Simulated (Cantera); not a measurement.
A perfectly stirred reactor is fed with CH4 : CO : O2 : N2 : CO2 = 1 : 0.048 : 3.61 : 13.6 : 2 (molar parts), equivalence ratio 0.56, at 5.00 bar; it is adiabatic with a 798 K inlet, and is followed from long to short residence time, starting on the burning branch (τ in s: 0.027, 0.011, 0.0046, 0.0019, 0.00078, 0.00032, 0.00013, 5.5e-05, 2.3e-05).

Model: GRI-Mech 3.0 (53 species, 325 reactions), integrated in Cantera.

Problem. What does this change do: N2 13.6 to 10 parts?

Solution. 
```csv
quantity,before,after
"blow-out, bracketed by the residence times tried","burning at 0.130 ms, out at 55.0 µs","burning at 55.0 µs, out at 23.0 µs"
x(CH4) at τ = 27.0 ms,1.22e-5,6.02e-6
x(CO) at τ = 27.0 ms,0.000390,0.000609
x(O2) at τ = 27.0 ms,0.0784,0.0952
x(C2H6) at τ = 27.0 ms,7.67e-10,6.26e-11
x(CH2O) at τ = 27.0 ms,1.44e-6,8.28e-7
x(CH4) at τ = 0.780 ms,0.000147,9.16e-5
x(CO) at τ = 0.780 ms,0.00404,0.00415
x(O2) at τ = 0.780 ms,0.0801,0.0966
x(C2H6) at τ = 0.780 ms,3.70e-8,7.66e-9
x(CH2O) at τ = 0.780 ms,1.93e-5,1.39e-5
```

Problem. What does this change do: N2 13.6 to 20 parts?

Solution. 
| quantity | before | after |
|---|---|---|
| blow-out, bracketed by the residence times tried | burning at 0.130 ms, out at 55.0 µs | burning at 0.780 ms, out at 0.320 ms |
| x(CH4) at τ = 27.0 ms | 1.22e-5 | 2.61e-5 |
| x(CO) at τ = 27.0 ms | 0.000390 | 0.000431 |
| x(O2) at τ = 27.0 ms | 0.0784 | 0.0597 |
| x(C2H6) at τ = 27.0 ms | 7.67e-10 | 1.00e-8 |
| x(CH2O) at τ = 27.0 ms | 1.44e-6 | 2.61e-6 |
| x(CH4) at τ = 0.780 ms | 0.000147 | 0.000449 |
| x(CO) at τ = 0.780 ms | 0.00404 | 0.00643 |
| x(O2) at τ = 0.780 ms | 0.0801 | 0.0636 |
| x(C2H6) at τ = 0.780 ms | 3.70e-8 | 8.09e-7 |
| x(CH2O) at τ = 0.780 ms | 1.93e-5 | 4.70e-5 |
